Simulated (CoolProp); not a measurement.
Saturation properties of ethylene.

Model: reference Helmholtz-energy equation of state, Smukala 2000, in CoolProp.

```csv
T (°C),p (bar),liquid density (kg/m³),vapour density (kg/m³),liquid cp (kJ/(kg K)),surface tension (mN/m)
-86.05,2.581,541.5,4.974,2.465,13.4
-80.55,3.322,533.0,6.301,2.489,12.5
-75.15,4.193,524.5,7.851,2.517,11.6
-69.65,5.244,515.5,9.715,2.551,10.7
-64.15,6.478,506.2,11.91,2.592,9.85
-58.75,7.884,496.8,14.42,2.641,9.01
-53.25,9.534,486.9,17.39,2.699,8.16
-47.85,11.38,476.7,20.79,2.768,7.34
-42.35,13.52,465.8,24.81,2.853,6.52
-36.85,15.94,454.3,29.48,2.958,5.72
```

It boils at -103.8 °C under 1 atm.

Surface tension comes from a separate correlation (Mulero 2012).
